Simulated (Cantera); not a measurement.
## Transport properties of process gases

Gas mixture: O2 = 0.13 (molar parts), at 10.0 bar, frozen composition.

Cantera's kinetic-theory transport with the Lennard-Jones parameters of GRI-Mech 3.0, ideal gas; thermal conductivity in the multicomponent form.

```csv
T (K),ρ (kg/m³),cp (J/kg/K),μ (µPa s),λ (mW/m/K),Pr,D (cm²/s) NO,D (cm²/s) H2,D (cm²/s) NH3
400,9.62,941.4,25.6,33.9,0.712,0.0344,0.133,0.0390
500,7.70,971.4,30.0,41.1,0.711,0.0504,0.194,0.0591
600,6.41,1003,34.1,48.1,0.710,0.0688,0.263,0.0823
700,5.50,1031,37.8,54.9,0.710,0.0892,0.341,0.108
800,4.81,1055,41.4,61.5,0.710,0.112,0.425,0.137
900,4.28,1074,44.7,67.7,0.709,0.136,0.517,0.169
1000,3.85,1090,47.9,73.7,0.709,0.162,0.616,0.202
1100,3.50,1103,51.0,79.4,0.709,0.190,0.722,0.238
1200,3.21,1114,54.0,84.9,0.708,0.220,0.834,0.277
```
D: mixture-averaged diffusion coefficient of that species in the mixture.
